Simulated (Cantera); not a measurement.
Input: 1 mol MgSO4, 0.46 mol C, 0.71 mol O2, 0.024 mol H2O, equilibrated at 4.80 Torr.

Cantera equilibrium calculation (NASA polynomials, part measured and part estimated; ideal gas, pure solids and liquids). Candidate condensed phases: C, C6H6, C7H8, C8H18, H2O, H2SO4, Mg, MgCO3, MgO, Mg(OH)2, MgS, MgSO4, S; 130 gas species. Mutual solubility and eutectic melting of coexisting phases are not modelled. Equilibrium is a limit: real reactors are often held back by kinetics, nucleation or transport.

Which condensed phases are stable at each of these points (T (°C)): 677, 777, 877, 977, 1077, 1177, 1277, 1377, 1477, 1577, 1677?


| T (°C) | condensed phases | Mg condensed (%) |
|---|---|---|
| 677 | MgO(s) + MgSO4(s) | 100.0 |
| 777 | MgO(s) + MgSO4(s) | 100.0 |
| 877 | MgO(s) | 100.0 |
| 977 | MgO(s) | 100.0 |
| 1077 | MgO(s) | 100.0 |
| 1177 | MgO(s) | 100.0 |
| 1277 | MgO(s) | 100.0 |
| 1377 | MgO(s) | 100.0 |
| 1477 | MgO(s) | 100.0 |
| 1577 | MgO(s) | 100.0 |
| 1677 | MgO(s) | 100.0 |

From 677 °C to 777 °C the condensed part is MgO(s) + MgSO4(s). From 877 °C to 1677 °C the condensed part is MgO(s).
